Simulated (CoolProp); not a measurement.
Vapour-liquid equilibrium of dimethyl carbonate (1) + n-heptane (2) at 0.375 MPa; x and y are mole fractions of (1).

The numbers come from the multi-fluid Helmholtz-energy mixture model, Zhou 2011 and Span 2003; pair parameters Bell 2016 in CoolProp.

```json
[
 {"x": "0.05", "bubble temperature, mixture model (°C)": "145.3", "bubble temperature, Raoult's law (°C)": "149.4", "y, mixture model": "0.133", "y, Raoult's law": "0.066"},
 {"x": "0.125", "bubble temperature, mixture model (°C)": "?", "bubble temperature, Raoult's law (°C)": "148.3", "y, mixture model": "0.276", "y, Raoult's law": "0.160"},
 {"x": "0.2", "bubble temperature, mixture model (°C)": "136.2", "bubble temperature, Raoult's law (°C)": "147.2", "y, mixture model": "0.374", "y, Raoult's law": "0.251"},
 {"x": "0.275", "bubble temperature, mixture model (°C)": "?", "bubble temperature, Raoult's law (°C)": "146.2", "y, mixture model": "0.445", "y, Raoult's law": "0.336"},
 {"x": "0.35", "bubble temperature, mixture model (°C)": "132.1", "bubble temperature, Raoult's law (°C)": "145.2", "y, mixture model": "?", "y, Raoult's law": "0.418"},
 {"x": "0.425", "bubble temperature, mixture model (°C)": "131.0", "bubble temperature, Raoult's law (°C)": "144.2", "y, mixture model": "0.540", "y, Raoult's law": "0.497"},
 {"x": "0.5", "bubble temperature, mixture model (°C)": "130.3", "bubble temperature, Raoult's law (°C)": "143.2", "y, mixture model": "0.576", "y, Raoult's law": "0.572"},
 {"x": "0.575", "bubble temperature, mixture model (°C)": "130.0", "bubble temperature, Raoult's law (°C)": "142.3", "y, mixture model": "0.609", "y, Raoult's law": "0.643"},
 {"x": "0.65", "bubble temperature, mixture model (°C)": "129.9", "bubble temperature, Raoult's law (°C)": "141.4", "y, mixture model": "0.642", "y, Raoult's law": "0.712"},
 {"x": "0.725", "bubble temperature, mixture model (°C)": "130.1", "bubble temperature, Raoult's law (°C)": "140.5", "y, mixture model": "0.680", "y, Raoult's law": "0.778"},
 {"x": "0.8", "bubble temperature, mixture model (°C)": "130.8", "bubble temperature, Raoult's law (°C)": "139.7", "y, mixture model": "0.727", "y, Raoult's law": "0.842"},
 {"x": "0.875", "bubble temperature, mixture model (°C)": "132.1", "bubble temperature, Raoult's law (°C)": "138.9", "y, mixture model": "0.792", "y, Raoult's law": "0.903"},
 {"x": "0.95", "bubble temperature, mixture model (°C)": "?", "bubble temperature, Raoult's law (°C)": "138.1", "y, mixture model": "0.895", "y, Raoult's law": "0.962"}
]
```

Task: Fill in the missing entries.

Result: 
- 0.125, bubble temperature, mixture model (°C): 139.9
- 0.275, bubble temperature, mixture model (°C): 133.7
- 0.35, y, mixture model: 0.498
- 0.95, bubble temperature, mixture model (°C): 134.7

The largest gap from Raoult's law is -13.2 K in bubble temperature, at x = 0.425. y crosses x between x = 0.575 and 0.65: the model has an azeotrope there.

Pair parameters are fitted to limited data, so mixtures are less certain than the pure fluids.
